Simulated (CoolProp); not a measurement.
Computed with CoolProp (reference Helmholtz-energy equation of state, Lemmon 2013).

Give the vapour pressure (kPa), liquid density (kg/m³), liquid cp (kJ/(kg K)), vapour Z of saturated propylene at 303.8, 343.8, 357.1 K.


```tsv
T (K)	p (kPa)	liquid density (kg/m³)	liquid cp (kJ/(kg K))	vapour Z
303.8	1330	496	2.74	0.784
343.8	3120	403	4.03	0.585
357.1	4000	346	7.22	0.468
```
